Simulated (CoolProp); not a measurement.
A Linde-Hampson liquefier for nitrogen: isothermal reversible compression at 250 K from 1 atm to 15 MPa, throttling to 1 atm, return gas leaving the recuperator 2 K below the feed. Each further row changes one setting.

The numbers come from the reference Helmholtz-energy equation of state, Span 2000 in CoolProp.

```json
[
 {"case": "as stated", "liquid yield per pass": "0.101", "compression work (kJ/kg of gas)": "365"},
 {"case": "high pressure 30 MPa", "liquid yield per pass": "0.145", "compression work (kJ/kg of gas)": "418"},
 {"case": "warm-end temperature 280 K", "liquid yield per pass": "0.071", "compression work (kJ/kg of gas)": "413"},
 {"case": "warm-end gap 7 K", "liquid yield per pass": "0.089", "compression work (kJ/kg of gas)": "365"}
]
```
